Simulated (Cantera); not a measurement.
Charge: 1 mol Si, 2.6 mol Cl2, 26 mol N2, equilibrated at 1350 K and 10000 Pa.

Equilibrium computed with Cantera from the NASA thermochemical tables; the gas is ideal and each condensed phase is pure. Candidate condensed phases: Si, Si3N4; 13 gas species. The numbers say what is thermodynamically allowed, not how fast it happens.

Base state: N2 0.938, SiCl4 0.0361, Cl2 0.0176, Cl 0.00801 (mole fractions); condensed: gas only.

Problem. What changes in the equilibrium state with this change: temperature from 1350 K to 1598.15 K?

Solution. 
```
species   before     after
-------  -------  --------
N2         0.938     0.928
SiCl4     0.0361    0.0356
Cl       0.00801    0.0289
Cl2       0.0176   0.00706
SiCl3    2.45e-6  0.000152
```
The tables' values for SiCl3 are old estimates; treat these amounts as uncertain.
